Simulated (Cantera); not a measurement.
Feed: 1 mol SiCl₄, 0.35 mol O₂, 92 mol N₂, held at 1600 K and 0.133 bar.

Equilibrium computed with Cantera from the NASA thermochemical tables; the gas is ideal and each condensed phase is pure. Candidate condensed phases: Si, SiO₂, Si₂N₂O, Si₃N₄; 23 gas species. The tables' values for SiCl₃ are old estimates; treat these amounts as uncertain. The tables hold silica as quartz up to 1696 K and as liquid above; real silica turns to tridymite and cristobalite and melts near 1996 K. Kinetics and transport are ignored.

Base state: N₂ 0.980, Cl 0.0119, SiCl₄ 0.00686, Cl₂ 0.00155, SiCl₃ 5.55e-5 (mole fractions); condensed: SiO₂(β-quartz).

### Question
What changes in the equilibrium state with this change: N₂ from 92 to 3 mol?

### Answer
| species | before | after |
|---|---|---|
| N₂ | 0.980 | 0.656 |
| SiCl₄ | 0.00686 | 0.142 |
| Cl₂ | 0.00155 | 0.105 |
| Cl | 0.0119 | 0.0973 |
| SiCl₃ | 5.55e-5 | 0.000140 |
| SiO₂(β-quartz), mol | 0.350 | 0.350 |
